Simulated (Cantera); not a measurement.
What does this Cantera script print?

```python
import numpy as np
import cantera as ct

gas_names = """
    F FO FO2 F2 F2O H HF HOF HO2 H2 H2F2 H2O H2O2 H3F3 H4F4 H5F5 H6F6 H7F7 Mg MgF MgF2 MgH MgO MgOH
    MgO2H2 Mg2 Mg2F4 O OH O2 O3
""".split()
cond_names = """
    H2O(s) H2O(L) Mg(cr) Mg(L) MgF2(s) MgF2(L) MgO(s) MgO(L) MgO2H2(s)
""".split()


def load(file, names, dense=False):
    # The tables refer to 1 bar. Condensed volumes are neglected.
    table = {s.name: s for s in ct.Species.list_from_file(file)}
    out = []
    for n in names:
        d = dict(table[n].input_data)
        d["thermo"] = dict(d["thermo"], **{"reference-pressure": 1e5})
        if dense:
            d["equation-of-state"] = {"model": "constant-volume", "density": "1e6 g/cm^3"}
        out.append(ct.Species.from_dict(d))
    return out


gas = ct.Solution(thermo="ideal-gas", species=load("nasa_gas.yaml", gas_names))
cond = {s.name: ct.Solution(thermo="fixed-stoichiometry", species=[s], name=s.name)
        for s in load("nasa_condensed.yaml", cond_names, dense=True)}
atoms = {
    'MgO': {'Mg': 1, 'O': 1},
    'HF': {'H': 1, 'F': 1},
    'O2': {'O': 2},
}
top_T = {}  # K; cautious upper limits of use, not melting points


def equilibrate(T, P, feed):
    n = {}
    for name, mol in feed.items():
        for a, k in atoms[name].items():
            n[a] = n.get(a, 0.0) + k * mol
    gas.TPX = T, P, n
    mass = sum(n.values()) * gas.mean_molecular_weight
    gas.equilibrate("TP")
    valid = [c for c in cond.values() if c.min_temp <= T <= top_T.get(c.name, c.max_temp)]
    mix = ct.Mixture([(gas, mass / gas.mean_molecular_weight)] + [(c, 0.0) for c in valid])
    mix.T, mix.P = T, P
    mix.equilibrate("TP", solver="vcs", rtol=1e-11, max_steps=5000)
    return mix


results = []
feed = {'MgO': 1, 'HF': 4.7, 'O2': 4.4}  # mol
T = 1048.15  # K
P = 980  # Pa
mix = equilibrate(T, P, feed)
results.append((T, P, feed, dict(zip(mix.species_names, mix.species_moles))))
x = sorted(zip(gas.X, gas.species_names), reverse=True)
print(f"T = {T:g} K  P = {P:g} Pa  gas = {mix.phase_moles(0):.4g} mol")
print("   x: " + "  ".join(f"{s} {v:.3e}" for v, s in x if v > 0.0001))
print("   condensed (mol): " + ("  ".join(f"{mix.phase(i).name} {mix.phase_moles(i):.4g}"
      for i in range(1, mix.n_phases) if mix.phase_moles(i) > 1e-12) or "none"))
```

It prints:

```
T = 1048.15 K  P = 980 Pa  gas = 8.1 mol
   x: O2 5.432e-01  HF 3.333e-01  H2O 1.235e-01
   condensed (mol): MgF2(s) 1
```

These are equilibrium values from Cantera (NASA tables, ideal gas, pure condensed phases), not measurements of a reactor.
